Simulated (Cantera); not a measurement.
Feed: 1 mol C3H8, 1.9 mol H2O, 0.39 mol H2, held at 1075 K and 101000 Pa.

Method: chemical equilibrium by Gibbs-energy minimisation in Cantera with the NASA 1993 tables (ideal gas, pure condensed phases). Candidate condensed phases: C, C6H6, C7H8, C8H18, H2O; 110 gas species. Rates play no part.

Base state: H2 0.737, CO 0.212, CH4 0.0249, H2O 0.0200, CO2 0.00616 (mole fractions); condensed: C(graphite).

Q: What changes in the equilibrium state with this change: pressure from 101000 Pa to 10000 Pa?

A: 
| species | before | after |
|---|---|---|
| H2 | 0.737 | 0.765 |
| CO | 0.212 | 0.230 |
| CH4 | 0.0249 | 0.00264 |
| H2O | 0.0200 | 0.00222 |
| CO2 | 0.00616 | 0.000717 |
| C(graphite), mol | 1.11 | 1.10 |
